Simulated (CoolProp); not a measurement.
Saturation properties of C2F6 (R116).

Computed with CoolProp (reference Helmholtz-energy equation of state, Lemmon 2006). It is a short technical equation, of lower accuracy than the large ones.

| T (K) | p (kPa) | liquid density (kg/m³) | enthalpy of vaporisation (kJ/kg) | vapour Z | surface tension (mN/m) | liquid viscosity (µPa s) |
|---|---|---|---|---|---|---|
| 232.3 | 523.9 | 1423 | 98.09 | 0.8567 | 6.16 | 224 |
| 237.2 | 623.6 | 1395 | 95.01 | 0.8378 | 5.56 | 206 |
| 242.1 | 736.7 | 1367 | 91.75 | 0.8173 | 4.96 | 190 |
| 247.1 | 867.1 | 1336 | 88.18 | 0.7945 | 4.37 | 174 |
| 252 | 1011 | 1304 | 84.41 | 0.7700 | 3.80 | 160 |
| 256.9 | 1172 | 1270 | 80.33 | 0.7434 | 3.24 | 146 |
| 261.9 | 1354 | 1232 | 75.78 | 0.7134 | 2.70 | 133 |
| 266.8 | 1554 | 1192 | 70.84 | 0.6809 | 2.18 | 120 |
| 271.7 | 1774 | 1148 | 65.29 | 0.6445 | 1.68 | 108 |
| 276.6 | 2018 | 1098 | 58.90 | 0.6031 | 1.21 | 96.0 |

It boils at 195.1 K under 1 atm.

Viscosity comes from a separate model (Huber 2003), an estimate that may be off by 10 % or more. Surface tension comes from a separate correlation (Mulero 2012).
